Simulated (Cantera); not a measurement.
A closed system holds: 1 mol SiO₂, 0.025 mol Si, 2.9 mol N₂, held at 0.0120 bar.

Equilibrium computed with Cantera from the NASA thermochemical tables; the gas is ideal and each condensed phase is pure. Candidate condensed phases: Si, SiO₂, Si₂N₂O, Si₃N₄; 16 gas species. The tables hold silica as quartz up to 1696 K and as liquid above; real silica turns to tridymite and cristobalite and melts near 1996 K. Rates play no part.

Question: What share of the Si ends up in condensed phases as a function of T (K), at 1923, 2073, 2223, 2373, 2523, 2673, 2823?

Answer: 
```tsv
T (K)	Si condensed (%)	as
1923	95.1	SiO₂(condensed)
2073	95.0	SiO₂(l)
2223	91.8	SiO₂(l)
2373	60.1	SiO₂(l)
2523	0.0	-
2673	0.0	-
2823	0.0	-
```
